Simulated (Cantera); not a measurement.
Feed: 1 mol Al, 0.014 mol O2, 5.7 mol H2, at 1798 K and 1.40 bar.

Method: chemical equilibrium by Gibbs-energy minimisation in Cantera with the NASA 1993 tables (ideal gas, pure condensed phases). Candidate condensed phases: Al, Al2O3, H2O; 19 gas species. Mutual solubility and eutectic melting of coexisting phases are not modelled. Kinetics and transport are ignored.

Base state: H2 0.998, Al2O 0.000926, Al 0.000554, AlH 0.000300, H 0.000297 (mole fractions); condensed: Al(l) + Al2O3(s).

What changes in the equilibrium state with this change: pressure from 1.40 bar to 1.00 bar?


```json
[
 {"species": "H2", "before": "0.998", "after": "0.997"},
 {"species": "Al2O", "before": "0.000926", "after": "0.00130"},
 {"species": "Al", "before": "0.000554", "after": "0.000776"},
 {"species": "H", "before": "0.000297", "after": "0.000352"},
 {"species": "AlH", "before": "0.000300", "after": "0.000355"},
 {"species": "Al(l), mol", "before": "0.969", "after": "0.965"},
 {"species": "Al2O3(s), mol", "before": "0.00757", "after": "0.00686"}
]
```
